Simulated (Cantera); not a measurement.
A perfectly stirred reactor is fed with H₂ : O₂ = 0.0069 : 1 (molar parts), at 20.0 Torr; it is held at 1375 K, and followed from long to short residence time.

Model: GRI-Mech 3.0 (53 species, 325 reactions), integrated in Cantera. Radical loss at walls, strong at low pressure, is not modelled.

Task: What does this change do: temperature 1375 to 1073 K?

Result: 
```tsv
quantity	before	after
x(H₂) at τ = 0.760 s	1.66e-5	7.80e-5
x(O₂) at τ = 0.760 s	0.991	0.992
x(H₂O₂) at τ = 0.760 s	8.84e-9	3.07e-8
x(H₂O) at τ = 0.760 s	0.00661	0.00672
x(O) at τ = 0.760 s	0.00161	0.000571
x(H₂) at τ = 44.0 ms	9.68e-5	0.000397
x(O₂) at τ = 44.0 ms	0.988	0.991
x(H₂O₂) at τ = 44.0 ms	1.54e-8	7.14e-8
x(H₂O) at τ = 44.0 ms	0.00629	0.00621
x(O) at τ = 44.0 ms	0.00465	0.00215
```

Task: What does this change do: O2 1 to 0.1 parts?

Result: 
| quantity | before | after |
|---|---|---|
| x(H₂) at τ = 0.760 s | 1.66e-5 | 0.000131 |
| x(O₂) at τ = 0.760 s | 0.991 | 0.930 |
| x(H₂O₂) at τ = 0.760 s | 8.84e-9 | 6.19e-8 |
| x(H₂O) at τ = 0.760 s | 0.00661 | 0.0654 |
| x(O) at τ = 0.760 s | 0.00161 | 0.00266 |
| x(H₂) at τ = 44.0 ms | 9.68e-5 | 0.000701 |
| x(O₂) at τ = 44.0 ms | 0.988 | 0.916 |
| x(H₂O₂) at τ = 44.0 ms | 1.54e-8 | 1.22e-7 |
| x(H₂O) at τ = 44.0 ms | 0.00629 | 0.0622 |
| x(O) at τ = 44.0 ms | 0.00465 | 0.0146 |
The temperature is held fixed by assumption; the heat of reaction is taken as removed at once.

Task: What does this change do: H2 0.0069 to 0.0099 parts?

Result: 
```csv
quantity,before,after
x(H₂) at τ = 0.760 s,1.66e-5,2.21e-5
x(O₂) at τ = 0.760 s,0.991,0.988
x(H₂O₂) at τ = 0.760 s,8.84e-9,1.23e-8
x(H₂O) at τ = 0.760 s,0.00661,0.00951
x(O) at τ = 0.760 s,0.00161,0.00184
x(H₂) at τ = 44.0 ms,9.68e-5,0.000118
x(O₂) at τ = 44.0 ms,0.988,0.983
x(H₂O₂) at τ = 44.0 ms,1.54e-8,2.14e-8
x(H₂O) at τ = 44.0 ms,0.00629,0.00904
x(O) at τ = 44.0 ms,0.00465,0.00607
```
